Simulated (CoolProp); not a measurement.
Cyclohexane along the isobar 36.8 bar: density (kg/m³) from the reference equation and from simpler models built on Tc = 280.5 °C, pc = 40.81 bar, ω = 0.209; each cubic takes its own stable root.

Model: reference Helmholtz-energy equation of state, Zhou 2014, in CoolProp.

| T (°C) | phase | reference | van der Waals | Redlich-Kwong |
|---|---|---|---|---|
| 69.35 | liquid | 735.2 | 463.3 | … |
| 76.65 | liquid | 728.1 | 459.4 | 667.6 |
| 83.95 | liquid | 720.9 | … | 660.5 |
| 91.25 | liquid | 713.7 | … | 653.2 |
| 98.55 | liquid | 706.4 | 447.3 | 645.8 |
| 105.85 | liquid | 699.0 | 443.1 | 638.1 |
| 113.15 | liquid | … | 438.8 | 630.3 |
| 120.45 | liquid | 683.8 | 434.3 | … |
| 127.75 | liquid | 676.1 | … | 613.9 |
| 135.15 | liquid | 668.1 | 425.0 | 605.3 |
| 142.45 | liquid | … | 420.2 | 596.5 |
| 149.75 | liquid | 651.8 | 415.2 | … |
| 157.05 | liquid | 643.4 | 410.0 | 578.1 |
| 164.35 | liquid | 634.8 | 404.7 | 568.5 |
| 171.65 | liquid | 625.9 | 399.2 | 558.5 |

Task: What belongs in the gaps?

Result: 
- 69.35, Redlich-Kwong: 674.5
- 83.95, van der Waals: 455.5
- 91.25, van der Waals: 451.5
- 113.15, reference: 691.4
- 120.45, Redlich-Kwong: 622.2
- 127.75, van der Waals: 429.8
- 142.45, reference: 660.0
- 149.75, Redlich-Kwong: 587.5
